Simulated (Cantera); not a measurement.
Input (Python, Cantera) and output of one run.

```python
import numpy as np
import cantera as ct

gas_names = """
    H HNO HNO2 HNO3 HO2 H2 H2O H2O2 N NH NH2 NH3 NH2OH NO NO2 NO3 N2 N2H2 N2H4 N2O O OH O2 O3 Si SiH
    SiH2 SiH3 SiH4 SiN SiO SiO2 Si2 Si2N Si3
""".split()
cond_names = """
    H2O(s) H2O(L) Si(cr) Si(L) SiO2(Lqz) SiO2(hqz) SiO2(L) Si2N2O(s) Si3N4(a)
""".split()


# ... load() reads the species with a 1 bar reference pressure and builds the phases ...
atoms = {
    'SiH4': {'Si': 1, 'H': 4},
    'NO': {'N': 1, 'O': 1},
}
top_T = {'Si2N2O(s)': 2100, 'Si3N4(a)': 2400}  # K; cautious upper limits of use, not melting points


# ... equilibrate(T, P, feed) seeds the gas with the atoms and calls Mixture.equilibrate('TP', solver="vcs", rtol=1e-11, max_steps=5000) ...
results = []
T = 1398  # K
P = 133.322  # Pa
for m in [1.3, 1.8, 2.3, 2.8, 3.3, 3.8, 4.3, 4.8, 5.3, 5.8, 6.3]:
    feed = {'SiH4': 1, 'NO': m}  # mol
    mix = equilibrate(T, P, feed)
    results.append((T, P, feed, dict(zip(mix.species_names, mix.species_moles))))

top = {s: max(r[3][s] / sum(r[3][g] for g in gas_names) for r in results) for s in gas_names}
cols = sorted((s for s in top if top[s] > 0.001), key=lambda s: -top[s])[:7]
seen = [c for c in cond_names if any(r[3].get(c, 0) > 1e-12 for r in results)]
print("log10 of partial pressures in bar; condensed amounts in mol")
print(f"{'n(NO)':>10s}" + "".join(f"{s[:9]:>10s}" for s in cols + seen))
for T, P, feed, n in results:
    ng = sum(n[g] for g in gas_names)
    print(f"{feed['NO']:10.4g}" + "".join(f"{np.log10(max(n[s] / ng * P / 1e5, 1e-99)):10.3f}" for s in cols)
          + "".join(f"{n.get(c, 0):10.4g}" for c in seen))
```

Output:

```
log10 of partial pressures in bar; condensed amounts in mol
     n(NO)        H2        N2       H2O        O2       SiO SiO2(hqz) Si2N2O(s)
       1.3    -2.958    -3.638    -7.385   -21.571    -5.716    0.5321    0.2322
       1.8    -3.027    -3.407    -7.377   -21.417    -5.793    0.8655   0.06555
       2.3    -3.143    -3.313    -3.896   -14.223    -9.390         1         0
       2.8    -3.327    -3.260    -3.504   -13.069    -9.967         1         0
       3.3    -3.592    -3.220    -3.323   -12.179   -10.412         1         0
       3.8    -4.165    -3.187    -3.211   -10.808   -11.098         1         0
       4.3    -7.399    -3.176    -3.208    -4.334   -14.335         1         0
       4.8    -7.636    -3.176    -3.255    -3.956   -14.524         1         0
       5.3    -7.763    -3.176    -3.299    -3.787   -14.608         1         0
       5.8    -7.853    -3.176    -3.338    -3.685   -14.659         1         0
       6.3    -7.925    -3.176    -3.374    -3.615   -14.695         1         0
```

Cantera equilibrium calculation (NASA polynomials, part measured and part estimated; ideal gas, pure solids and liquids). Mutual solubility and eutectic melting of coexisting phases are not modelled. The tables hold silica as quartz up to 1696 K and as liquid above; real silica turns to tridymite and cristobalite and melts near 1996 K.
